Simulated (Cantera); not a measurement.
An isothermal, constant-pressure homogeneous reactor starts with 0.485 % CH2O, 0.505 % O2, 99.0 % N2, equivalence ratio 0.96, at 1423 K and 14.8 atm.

Detailed kinetics in Cantera: GRI-Mech 3.0 (53 species, 325 reactions). The pressure lies above the range GRI-Mech 3.0 was tuned for (to about 10 atm).

Task: Predict: x(O2) at 40.0 s; x(O) at 40.0 s.

Result: 
```json
{
  "x(O2) at 40.0 s": "0.000197 (gas-phase equilibrium 0.000184)",
  "x(O) at 40.0 s": "4.92e-9 (gas-phase equilibrium 4.75e-9)"
}
```
